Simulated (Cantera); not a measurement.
An adiabatic, constant-volume homogeneous reactor starts with 30.5 % CO, 10.7 % H₂, 12.4 % O₂, 46.5 % N₂, equivalence ratio 1.7, at 1575 K and 1000000 Pa.

Model: GRI-Mech 3.0 (53 species, 325 reactions), integrated in Cantera. The hydrogen kinetics of GRI-Mech 3.0 are dated; newer H2 mechanisms differ, most at raised pressure. Above 3000 K some thermodynamic fits are extrapolated.

Task: Predict: time of steepest temperature rise; temperature at 0.900 s; equilibrium temperature; x(CO) at 0.900 s; x(H₂) at 0.900 s; x(O₂) at 0.900 s; x(O) at 0.900 s; x(NO) at 0.900 s.

Result: 
| Item | Result |
|---|---|
| time of steepest temperature rise | 1.67 µs |
| temperature at 0.900 s | 3198 K |
| equilibrium temperature | 3198 K |
| x(CO) at 0.900 s | 0.203 (gas-phase equilibrium 0.203) |
| x(H₂) at 0.900 s | 0.0172 (gas-phase equilibrium 0.0172) |
| x(O₂) at 0.900 s | 0.0100 (gas-phase equilibrium 0.0100) |
| x(O) at 0.900 s | 0.00503 (gas-phase equilibrium 0.00503) |
| x(NO) at 0.900 s | 0.0105 (gas-phase equilibrium 0.0105) |
